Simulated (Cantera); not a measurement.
Input (Python, Cantera) and output of one run.

```python
import numpy as np
import cantera as ct

gas_names = """
    C CN CO CO2 C2 CCN CNC C2N2 C2O C3 C3O2 C4 C4N2 C5 N NCO NO NO2 NO3 N2 N2O O O2 O3 Si SiC SiC2 SiN
    SiO SiO2 Si2 Si2C Si2N Si3
""".split()
cond_names = """
    C(gr) Si(cr) Si(L) SiC(b) SiO2(Lqz) SiO2(hqz) SiO2(L) Si2N2O(s) Si3N4(a)
""".split()


# ... load() reads the species with a 1 bar reference pressure and builds the phases ...
atoms = {
    'Si': {'Si': 1},
    'CO2': {'C': 1, 'O': 2},
    'N2': {'N': 2},
    'N2O': {'N': 2, 'O': 1},
}
top_T = {'C(gr)': 4500, 'SiC(b)': 3050, 'Si2N2O(s)': 2100, 'Si3N4(a)': 2400}  # K; cautious upper limits of use, not melting points


# ... equilibrate(T, P, feed) seeds the gas with the atoms and calls Mixture.equilibrate('TP', solver="vcs", rtol=1e-11, max_steps=5000) ...
results = []
T = 1225  # K
P = 69000  # Pa
for m in [4.7, 7.2, 11, 17, 26, 39, 60, 91, 140, 210, 320, 490, 760]:
    feed = {'Si': 1, 'CO2': 0.62, 'N2': m, 'N2O': 0.67}  # mol
    mix = equilibrate(T, P, feed)
    results.append((T, P, feed, dict(zip(mix.species_names, mix.species_moles))))

top = {s: max(r[3][s] / sum(r[3][g] for g in gas_names) for r in results) for s in gas_names}
cols = sorted((s for s in top if top[s] > 1e-05), key=lambda s: -top[s])[:5]
seen = [c for c in cond_names if any(r[3].get(c, 0) > 1e-12 for r in results)]
print("log10 of partial pressures in bar; condensed amounts in mol")
print(f"{'n(N2)':>10s}" + "".join(f"{s[:9]:>10s}" for s in cols + seen))
for T, P, feed, n in results:
    ng = sum(n[g] for g in gas_names)
    print(f"{feed['N2']:10.4g}" + "".join(f"{np.log10(max(n[s] / ng * P / 1e5, 1e-99)):10.3f}" for s in cols)
          + "".join(f"{n.get(c, 0):10.4g}" for c in seen))
```

Output:

```
log10 of partial pressures in bar; condensed amounts in mol
     n(N2)        N2        CO     C(gr) SiO2(hqz) Si2N2O(s)
       4.7    -0.172    -1.779     0.489    0.8526   0.07368
       7.2    -0.172    -1.779    0.4277    0.8118   0.09412
        11    -0.172    -1.779    0.3345    0.7496    0.1252
        17    -0.172    -1.779    0.1873    0.6514    0.1743
        26    -0.171    -1.801         0    0.5266    0.2367
        39    -0.168    -1.971         0    0.5266    0.2367
        60    -0.166    -2.155         0    0.5266    0.2367
        91    -0.164    -2.333         0    0.5266    0.2367
       140    -0.163    -2.518         0    0.5266    0.2367
       210    -0.162    -2.693         0    0.5266    0.2367
       320    -0.162    -2.875         0    0.5266    0.2367
       490    -0.162    -3.060         0    0.5266    0.2367
       760    -0.162    -3.250         0    0.5266    0.2367
```

Cantera equilibrium calculation (NASA polynomials, part measured and part estimated; ideal gas, pure solids and liquids). Mutual solubility and eutectic melting of coexisting phases are not modelled. The tables hold silica as quartz up to 1696 K and as liquid above; real silica turns to tridymite and cristobalite and melts near 1996 K.
